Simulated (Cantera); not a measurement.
A freely propagating, adiabatic, planar premixed flame of H₂ : O₂ : N₂ : H₂O = 1 : 0.581 : 2.19 : 0.17 (molar parts), unburnt at 575 K and 1350 Torr; mixture-averaged transport, grid criteria slope 0.08 and curve 0.16, no radiation.

Detailed kinetics in Cantera: the H2/O2 subset of GRI-Mech 3.0, which has no nitrogen chemistry. Burning velocities carry a grid error of a few per cent, more on coarse grids.

Q: Predict: laminar burning velocity; thermal thickness; peak x(O); peak x(H₂O₂); peak x(H); peak x(OH).

A: 
```json
{
 "laminar_burning_velocity": "534 cm/s",
 "thermal_thickness": "0.202 mm",
 "peak x(O)": "0.00984",
 "peak x(H₂O₂)": "4.32e-5",
 "peak x(H)": "0.0298",
 "peak x(OH)": "0.0161"
}
```
